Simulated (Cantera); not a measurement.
Mixture: 7.69 % CH4, 0.469 % C2H6, 0.115 % C3H8, 13.3 % O2, 78.4 % N2, equivalence ratio 1.3, at 5.60 bar, adiabatic and at constant volume. Ignition delay is the time to a rise of 400 K.

Cantera simulation using GRI-Mech 3.0 (53 species, 325 reactions); the numbers are that mechanism's predictions, not measurements.

### Question
Predict: delay at 1025 K; delay at 1125 K; delay at 1225 K; delay at 1325 K; delay at 1425 K; apparent activation energy between 1325 and 1425 K.

### Answer
| Quantity | Result |
|---|---|
| delay at 1025 K | 30.5 ms |
| delay at 1125 K | 8.42 ms |
| delay at 1225 K | 2.68 ms |
| delay at 1325 K | 0.874 ms |
| delay at 1425 K | 0.300 ms |
| apparent activation energy between 1325 and 1425 K | 170 kJ/mol |
